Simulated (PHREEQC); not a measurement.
## Nickel, zinc or cadmium bath: an equilibrium model

Dissolve 23 mmol/kgw ZnSO4, 2.1 mmol/kgw Na2SO4 and 0.28 mmol/kgw H2SO4 at 20 °C. Closed to the air; pH follows from the charge balance.

Model: ion-association model, phreeqc.dat, run in PHREEQC.

Each row changes one thing in this solution. Precipitation was switched off in this run.

```
case                                            pH  ionic strength (mol/kgw)  SO4-2 (mol/kgw)  Zn+2 (mol/kgw)  ZnSO4 (mol/kgw)  Zn(SO4)2-2 (mol/kgw)  SI of Zn(OH)2(e) (Zn(OH)2)
--------------------------------------------  ----  ------------------------  ---------------  --------------  ---------------  --------------------  --------------------------
as made                                       3.52                    0.0605           0.0145          0.0135          0.00844               0.00106                       -6.68
0.013 mol/kgw MgSO4 added                     3.57                    0.0872           0.0206          0.0125          0.00887               0.00159                       -6.66
H2SO4 replaced by MgSO4 at the same molality  5.76                    0.0607           0.0146          0.0135          0.00846               0.00107                       -2.20
ZnSO4 from 0.023 to 0.0253 mol/kgw            3.53                    0.0652           0.0155          0.0147          0.00936               0.00126                       -6.64
0.0096 mol/kgw HNO3 added                     2.24                    0.0685           0.0128          0.0147          0.00749              0.000830                       -9.22
```

Complexes and solids missing from the database can't appear.
